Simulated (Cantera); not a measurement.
**N2O furnace oxynitridation**

An isothermal, constant-pressure homogeneous reactor starts with N2O : H2O = 1 : 0.0084 (molar parts), at 1425 K and 2670 Pa.

Cantera simulation using GRI-Mech 3.0 (53 species, 325 reactions); the numbers are that mechanism's predictions, not measurements. GRI-Mech 3.0 was tuned for natural gas; its chemistry of N2O as a main component is partial and can be far from experiment. Radical loss at walls, strong at low pressure, is not modelled. The temperature is held fixed by assumption; the heat of reaction is taken as removed at once.

```tsv
t (s)	x N2O	x H2O	x H2O2	x O2	x NO	x H2
4.00e-5	0.992	0.00833	<1e-12	1.49e-6	7.92e-7	<1e-12
0.000147	0.992	0.00833	<1e-12	1.54e-5	8.16e-6	2.26e-12
0.000543	0.991	0.00833	6.07e-11	0.000102	5.41e-5	2.09e-10
0.00200	0.990	0.00832	4.03e-9	0.000447	0.000236	8.39e-9
0.00737	0.985	0.00829	4.89e-8	0.00173	0.000889	8.62e-8
0.0271	0.967	0.00823	2.41e-8	0.00643	0.00316	2.19e-7
0.100	0.906	0.00806	6.43e-9	0.0229	0.0111	1.68e-7
0.368	0.719	0.00754	1.40e-9	0.0732	0.0351	1.40e-7
1.36	0.339	0.00648	4.88e-10	0.176	0.0838	1.74e-7
5.00	0.0341	0.00563	3.02e-10	0.259	0.121	2.40e-7
```
x: mole fraction; the columns are a selection and need not sum to one.

Equilibrium at this temperature and pressure: N2O 9.06e-9, H2O 0.00556, H2O2 6.87e-11, O2 0.331, NO 0.000962, H2 3.92e-8 (gas phase only).
